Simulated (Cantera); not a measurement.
Catalytic combustion on Pt

An isothermal plug-flow reactor at 850 K and 5.00 bar (inlet), inlet velocity 2.1 m/s, active area per volume 1700 1/m; feed CO : O2 : N2 = 0.0056 : 0.018 : 0.79 (molar parts), equivalence ratio 0.16.

Cantera simulation using Deutschmann's 1995 Pt surface mechanism with GRI-Mech 3.0 gas chemistry; the numbers are that mechanism's predictions, not measurements. Catalytic surfaces can have several steady states; this one follows from the mechanism file's or the stated starting coverage. Mass transfer to the wall is taken as infinitely fast.

```csv
z (m),x CO,x O2,x H2O,x CO2,θ free Pt,θ O*,θ CO*
0.00024,0.00402,0.0207,<1e-12,0.00288,0.233,0.0197,0.747
0.00043,0.000754,0.0191,<1e-12,0.00615,0.103,0.895,0.00213
0.00076,0.000391,0.0189,<1e-12,0.00651,0.0785,0.921,0.000632
0.0014,0.000156,0.0188,<1e-12,0.00675,0.0705,0.929,0.000202
0.0024,4.48e-5,0.0188,<1e-12,0.00686,0.0675,0.932,5.29e-5
0.0043,4.72e-6,0.0187,<1e-12,0.00690,0.0666,0.933,5.40e-6
0.0076,9.88e-8,0.0187,<1e-12,0.00691,0.0665,0.934,1.13e-7
0.014,5.51e-11,0.0187,<1e-12,0.00691,0.0665,0.934,6.29e-11
0.024,<1e-12,0.0187,<1e-12,0.00691,0.0665,0.934,<1e-12
```
x: gas mole fraction; θ: surface coverage.
